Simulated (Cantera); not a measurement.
## Thermodynamics of calcination and drying, feed MgSO4 + H2O + CO2

A closed system holds: 1 mol MgSO4, 0.14 mol H2O, 0.16 mol CO2, at 133 Pa.

These are equilibrium values from Cantera (NASA tables, ideal gas, pure condensed phases), not measurements of a reactor. Candidate condensed phases: C, C6H6, C7H8, C8H18, H2O, H2SO4, Mg, MgCO3, MgO, Mg(OH)2, MgS, MgSO4, S; 130 gas species. Equilibrium is a limit: real reactors are often held back by kinetics, nucleation or transport.

```csv
T (K),x SO2,x CO2,x H2O,x O2,x SO3,x OH,x O,n MgSO4(s),n MgO(s)
798,8.79e-5,0.533,0.467,4.39e-5,7.60e-7,1.12e-9,<1e-12,1.000,0
848,0.000833,0.533,0.466,0.000417,9.27e-6,8.27e-9,<1e-12,1.000,0.000253
898,0.00611,0.528,0.462,0.00306,8.48e-5,4.88e-8,7.56e-12,0.998,0.00188
948,0.0361,0.504,0.441,0.0181,0.000610,2.34e-7,1.09e-10,0.988,0.0117
998,0.178,0.389,0.341,0.0888,0.00358,8.61e-7,1.21e-9,0.925,0.0745
1048,0.548,0.0894,0.0782,0.274,0.0110,1.39e-6,9.07e-9,0,1.00
1098,0.551,0.0892,0.0780,0.275,0.00670,3.26e-6,3.41e-8,0,1.00
1148,0.552,0.0891,0.0779,0.276,0.00423,7.08e-6,1.14e-7,0,1.00
```
x: gas mole fraction; n: condensed amount in mol.

At 798 K the condensed part is MgSO4(s). From 848 K to 998 K the condensed part is MgO(s) + MgSO4(s). From 1048 K to 1148 K the condensed part is MgO(s).
